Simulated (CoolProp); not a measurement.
A Linde-Hampson liquefier for CF4 (R14): isothermal reversible compression at 280 K from 1 atm to 20 MPa, throttling to 1 atm, return gas leaving the recuperator 10 K below the feed. Each further row changes one setting.

Computed with CoolProp (reference Helmholtz-energy equation of state, Platzer 1990). This equation is an older, rougher fit; its heat capacities, sound speeds and derivatives of the liquid may be far off and weren't checked against measurements.

```tsv
case	liquid yield per pass	compression work (kJ/kg of gas)
as stated	[?]	121
high pressure 40 MPa	[?]	[?]
warm-end temperature 310 K	[?]	141
warm-end gap 15 K	0.298	121
```

Q: What belongs in the gaps?

A: 
- as stated, liquid yield per pass: 0.310
- high pressure 40 MPa, liquid yield per pass: 0.321
- high pressure 40 MPa, compression work (kJ/kg of gas): 140
- warm-end temperature 310 K, liquid yield per pass: 0.225
